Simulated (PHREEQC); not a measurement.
Solution (20 °C): 3 mmol/kgw Cu(BF4)2, 48 mmol/kgw H2SO4 and 7.2 mmol/kgw Na2SO4. Closed to the air; pH follows from the charge balance.

Model: ion-association model, phreeqc.dat, run in PHREEQC.

### Question
The ionic strength comes out as 0.0959 mol/kgw. What activity coefficients do BF3OH-, Cu+2, SO4-2, BF4-, HF2- get?

### Answer
BF3OH- 0.79, Cu+2 0.41, SO4-2 0.38, BF4- 0.79, HF2- 0.79.

This is a speciation only: nothing precipitates in the calculation. Real BF4- forms and hydrolyses slowly; the run takes it at equilibrium.
